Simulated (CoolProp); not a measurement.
Values from CoolProp's reference Helmholtz-energy equation of state, Rui 2013.

### Question
For R236EA, give the phase and the speed of sound (m/s), Joule-Thomson coefficient (K/MPa), isothermal compressibility (1/MPa), expansivity (1/kK) at 6.25 °C and 7.74 bar; 94.35 °C and 7.74 bar.

### Answer
- 6.25 °C and 7.74 bar: liquid; speed of sound 668, Joule-Thomson coefficient -0.240, isothermal compressibility 0.00212, expansivity 2.01
- 94.35 °C and 7.74 bar: gas; speed of sound 129, Joule-Thomson coefficient 14.2, isothermal compressibility 1.52, expansivity 4.51
